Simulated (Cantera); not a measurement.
**Stirred combustor or abatement burner**

A perfectly stirred reactor is fed with CO : H2 : CH4 : O2 : N2 = 1 : 0.14 : 0.07 : 0.816 : 3.07 (molar parts), equivalence ratio 0.87, at 190000 Pa; it is adiabatic with a 600 K inlet, and is followed from long to short residence time, starting on the burning branch (τ in s: 0.1, 0.043, 0.019, 0.0081, 0.0035, 0.0015, 0.00066, 0.00029, 0.00012, 5.4e-05, 2.3e-05, 1e-05, 4.4e-06).

Model: GRI-Mech 3.0 (53 species, 325 reactions), integrated in Cantera.

```json
[
 {"τ (s)": "0.10", "T (K)": "2425", "x CO": "0.0232", "x H2": "0.00106", "x CH4": "1.63e-7", "x C2H": "<1e-12", "x OH": "0.00470"},
 {"τ (s)": "0.043", "T (K)": "2419", "x CO": "0.0242", "x H2": "0.00110", "x CH4": "3.64e-7", "x C2H": "<1e-12", "x OH": "0.00484"},
 {"τ (s)": "0.019", "T (K)": "2405", "x CO": "0.0262", "x H2": "0.00121", "x CH4": "7.61e-7", "x C2H": "<1e-12", "x OH": "0.00510"},
 {"τ (s)": "0.0081", "T (K)": "2372", "x CO": "0.0304", "x H2": "0.00143", "x CH4": "1.55e-6", "x C2H": "<1e-12", "x OH": "0.00559"},
 {"τ (s)": "0.0035", "T (K)": "2313", "x CO": "0.0374", "x H2": "0.00182", "x CH4": "2.93e-6", "x C2H": "<1e-12", "x OH": "0.00630"},
 {"τ (s)": "0.0015", "T (K)": "2226", "x CO": "0.0469", "x H2": "0.00241", "x CH4": "5.45e-6", "x C2H": "<1e-12", "x OH": "0.00706"},
 {"τ (s)": "0.00066", "T (K)": "2121", "x CO": "0.0571", "x H2": "0.00312", "x CH4": "1.02e-5", "x C2H": "<1e-12", "x OH": "0.00761"},
 {"τ (s)": "0.00029", "T (K)": "2000", "x CO": "0.0680", "x H2": "0.00389", "x CH4": "2.03e-5", "x C2H": "1.22e-12", "x OH": "0.00774"},
 {"τ (s)": "0.00012", "T (K)": "1848", "x CO": "0.0812", "x H2": "0.00464", "x CH4": "4.80e-5", "x C2H": "1.86e-12", "x OH": "0.00721"},
 {"τ (s)": "5.4e-5", "T (K)": "1672", "x CO": "0.101", "x H2": "0.00513", "x CH4": "0.000137", "x C2H": "2.83e-12", "x OH": "0.00579"},
 {"τ (s)": "2.3e-5", "T (K)": "600", "x CO": "0.196", "x H2": "0.0275", "x CH4": "0.0137", "x C2H": "<1e-12", "x OH": "<1e-12"},
 {"τ (s)": "1.0e-5", "T (K)": "600", "x CO": "0.196", "x H2": "0.0275", "x CH4": "0.0137", "x C2H": "<1e-12", "x OH": "<1e-12"},
 {"τ (s)": "4.4e-6", "T (K)": "600", "x CO": "0.196", "x H2": "0.0275", "x CH4": "0.0137", "x C2H": "<1e-12", "x OH": "<1e-12"}
]
```
x: mole fraction; the columns are a selection and need not sum to one.
